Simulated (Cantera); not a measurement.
Mixture: CH₄ : C₂H₆ : O₂ : N₂ = 1 : 0.2 : 1.42 : 7.82 (molar parts), at 56000 Pa, adiabatic and at constant volume. Ignition delay is the time to a rise of 400 K.

Detailed kinetics in Cantera: GRI-Mech 3.0 (53 species, 325 reactions).

Predict: delay at 1250 K; delay at 1300 K; delay at 1350 K; delay at 1400 K; delay at 1450 K; delay at 1500 K; apparent activation energy between 1400 and 1500 K.


| Quantity | Value |
|---|---|
| delay at 1250 K | 3.35 ms |
| delay at 1300 K | 2.07 ms |
| delay at 1350 K | 1.31 ms |
| delay at 1400 K | 0.844 ms |
| delay at 1450 K | 0.551 ms |
| delay at 1500 K | 0.366 ms |
| apparent activation energy between 1400 and 1500 K | 150 kJ/mol |
